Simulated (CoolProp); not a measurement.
Aqueous ethanol as a coolant, at 29 °C, 1 atm.

Computed with CoolProp (Melinder's fits for secondary coolants).

| mass % | freezing point (°C) | conductivity (W/(m K)) | density (kg/m³) | viscosity (mPa s) | Prandtl number |
|---|---|---|---|---|---|
| 5.1 | -2.1 | 0.575 | 986.6 | 0.990 | 7.27 |
| 10.1 | -4.4 | 0.539 | 978.9 | 1.19 | 9.41 |
| 15.1 | -7.5 | 0.506 | 971.8 | 1.40 | 11.9 |
| 20 | -11.1 | 0.475 | 964.7 | 1.60 | 14.6 |
| 25 | -15.4 | 0.445 | 956.9 | 1.78 | 17.2 |
| 30 | -20.1 | 0.417 | 948.4 | 1.92 | 19.6 |
| 35 | -24.9 | 0.390 | 938.9 | 2.02 | 21.6 |
| 40 | -29.5 | 0.365 | 928.6 | 2.08 | 23.2 |
| 44.9 | -33.7 | 0.342 | 917.9 | 2.10 | 24.4 |
